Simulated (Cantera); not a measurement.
Cantera run, input and output.

```python
import numpy as np
import cantera as ct

gas = ct.Solution("gri30.yaml")
gas.TPX = 1548, 540, {'CH4': 1, 'N2': 0.77}
reactor = ct.IdealGasConstPressureReactor(gas, energy="off", clone=False)
net = ct.ReactorNet([reactor])
net.rtol, net.atol = 1e-08, 1e-18
show = ['CH4', 'C2H6', 'H', 'CH2', 'CH3']
times = np.geomspace(0.0006, 7, 10)

steps = ct.SolutionArray(gas, extra=["t"])
rows = []
print(f"{'t/s':>10s}{'T/K':>9s}{'P/Pa':>11s}" + "".join(f"{s:>11s}" for s in show))
for t in times:
    while net.time < t:
        t_next = net.step()
        steps.append(gas.state, t=t_next)
    rows.append([np.interp(t, steps.t, y) for y in (steps.T, steps.P, *steps(*show).X.T)])
    print(f"{t:10.3e}{rows[-1][0]:9.1f}{rows[-1][1]:11.4g}" + "".join(f"{x:11.3e}" for x in rows[-1][2:]))
rate = np.gradient(steps.T, steps.t)
print("integrator steps:", len(steps.t))
if steps.T.max() > steps.T[0] + 200:
    print(f"time of steepest temperature rise: {steps.t[rate.argmax()]:.4e} s")
gas.TPX = 1548, 540, {'CH4': 1, 'N2': 0.77}
gas.equilibrate("TP")
print(f"equilibrium (TP): T = {gas.T:.1f} K  " + "  ".join(f"{s} {gas[s].X[0]:.3e}" for s in show))
```

It prints:

```
       t/s      T/K       P/Pa        CH4       C2H6          H        CH2        CH3
 6.000e-04   1548.0        540  5.650e-01  3.267e-11  7.711e-08  3.113e-12  6.197e-06
 1.698e-03   1548.0        540  5.649e-01  7.596e-10  7.726e-08  2.451e-11  1.768e-05
 4.807e-03   1548.0        540  5.649e-01  1.655e-08  7.856e-08  1.939e-10  5.016e-05
 1.361e-02   1548.0        540  5.648e-01  3.226e-07  8.905e-08  1.520e-09  1.415e-04
 3.852e-02   1548.0        540  5.644e-01  4.974e-06  1.728e-07  1.139e-08  3.931e-04
 1.090e-01   1548.0        540  5.615e-01  5.072e-05  8.987e-07  7.527e-08  1.042e-03
 3.086e-01   1548.0        540  5.269e-01  2.658e-04  9.835e-06  3.360e-07  2.266e-03
 8.736e-01   1548.0        540  3.673e-01  1.914e-04  5.114e-05  3.480e-07  1.950e-03
 2.473e+00   1548.0        540  2.050e-01  5.926e-05  9.378e-05  2.132e-07  1.115e-03
 7.000e+00   1548.0        540  8.871e-02  1.353e-05  1.431e-04  1.329e-07  5.609e-04
integrator steps: 990
equilibrium (TP): T = 1548.0 K  CH4 4.043e-04  C2H6 1.232e-09  H 3.103e-04  CH2 2.372e-09  CH3 4.703e-06
```

Cantera simulation using GRI-Mech 3.0 (53 species, 325 reactions); the numbers are that mechanism's predictions, not measurements. GRI-Mech 3.0 stops at C3 and has no aromatics, soot or wall deposition, so with more carbon than oxygen in the feed, carbon stays in small species such as C2H2 where larger ones or solid carbon would form. Radical loss at walls, strong at low pressure, is not modelled.
